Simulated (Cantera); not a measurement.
A closed system holds: 1 mol NaCl, 1.4 mol H2, equilibrated at 677 °C and 1.90 Pa.

Equilibrium computed with Cantera from the NASA thermochemical tables; the gas is ideal and each condensed phase is pure. Candidate condensed phases: Na, NaCl; 10 gas species. Kinetics and transport are ignored.

Base state: H2 0.611, NaCl 0.339, Na2Cl2 0.0488, HCl 0.000463, Na 0.000463 (mole fractions); condensed: gas only.

What changes in the equilibrium state with this change: pressure from 1.90 Pa to 7.80 mbar?


```csv
species,before,after
H2,0.611,0.997
NaCl,0.339,0.00199
Na2Cl2,0.0488,0.000695
Na,0.000463,8.91e-6
HCl,0.000463,8.91e-6
"NaCl(s), mol",0,0.995
```

What changes in the equilibrium state with this change: temperature from 677 °C to 1100 °C?


| species | before | after |
|---|---|---|
| H2 | 0.611 | 0.565 |
| NaCl | 0.339 | 0.390 |
| Na | 0.000463 | 0.0220 |
| Na2Cl2 | 0.0488 | 2.95e-5 |
| HCl | 0.000463 | 0.0220 |
| Cl | <1e-9 | 1.85e-5 |
| H | 9.98e-8 | 0.000574 |
